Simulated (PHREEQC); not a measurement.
Consider water at 25 °C with 2.9 mmol/kgw NaOH and 25 mmol/kgw MnCl2. Closed to the air; pH follows from the charge balance.

All values are PHREEQC results (ion-association model, wateq4f.dat), not measurements.

**Question.** The ionic strength comes out as 0.0688 mol/kgw. What activity coefficients do Cl-, MnCl+, OH-, MnOH+, Mn+2 get?

**Answer.** Cl- 0.79, MnCl+ 0.81, OH- 0.79, MnOH+ 0.81, Mn+2 0.44.

No solid was allowed to form. The solution is supersaturated, for example in Pyrochroite, so a real one may precipitate; this is no full list. Complexes and solids missing from the database can't appear.
